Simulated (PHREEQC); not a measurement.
1.4 g of hydrous ferric oxide (600 m²/g; 0.2 weak and 0.005 strong sites per Fe, Dzombak-Morel constants, diffuse double layer) in 1 kg of water with 0.005 mol/kgw of an inert sodium salt and 1.9e-05 mol MgCl2 and 0.001 mol H3BO3, at 25 °C; the pH is set by adding NaOH or the inert anion's acid. O2 is buffered at 0.21 atm. No CO2 enters from the air. Nothing may precipitate in this run.

Base run: PHREEQC, ion-association model, wateq4f.dat. Each further column changes one thing. The table gives B sorbed (%).

| pH | base | no electrostatic term (-no_edl) | background salt from 0.005 to 0.0005 mol/kgw | oxide from 1.4 to 7 g/kgw | 0.012 mol/kgw CaCl2 added |
|---|---|---|---|---|---|
| 3 | 0.2 | 0.0 | 0.4 | 0.7 | 0.1 |
| 4.33 | 0.7 | 0.0 | 0.9 | 3.2 | 0.4 |
| 5 | 0.9 | 0.0 | 1.0 | 4.1 | 0.7 |
| 5.67 | 1.0 | 0.0 | 1.0 | 4.6 | 0.9 |
| 7 | 1.0 | 0.4 | 1.0 | 4.7 | 1.0 |
| 8.33 | 0.9 | 0.8 | 0.9 | 4.2 | 0.5 |
| 9 | 0.6 | 0.4 | 0.6 | 3.0 | 0.1 |
| 9.67 | 0.3 | 0.1 | 0.3 | 1.2 | 0.0 |
| 11 | 0.0 | 0.0 | 0.0 | 0.1 | 0.0 |

The oxide is taken as insoluble; below pH 4 it would dissolve.
